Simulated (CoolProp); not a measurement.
Vapour-liquid equilibrium of propane (1) + isobutane (2) at -61.55 °C; x and y are mole fractions of (1).

Computed with CoolProp (multi-fluid Helmholtz-energy mixture model, Lemmon 2009 and Bücker 2006; pair parameters Kunz 2012).

```csv
x,"bubble pressure, mixture model (bar)","bubble pressure, Raoult's law (bar)","y, mixture model","y, Raoult's law"
0.05,0.09998,0.09948,0.200,0.198
0.2,0.1458,0.1458,0.535,0.539
0.35,0.1904,0.1922,0.708,0.716
0.5,0.2355,0.2385,0.817,0.824
0.65,0.2816,0.2849,0.893,0.897
0.8,0.3291,0.3312,0.948,0.949
0.95,0.3771,0.3776,0.989,0.989
```

The largest gap from Raoult's law is -1.3 % in bubble pressure, at x = 0.5. No azeotrope shows between x = 0.05 and 0.95.

The pair parameters rest on a limited set of measurements; away from them the model extrapolates. The gap from Raoult's law changes sign with composition, which may be real or a fault of the pair parameters; it wasn't checked against measurements.
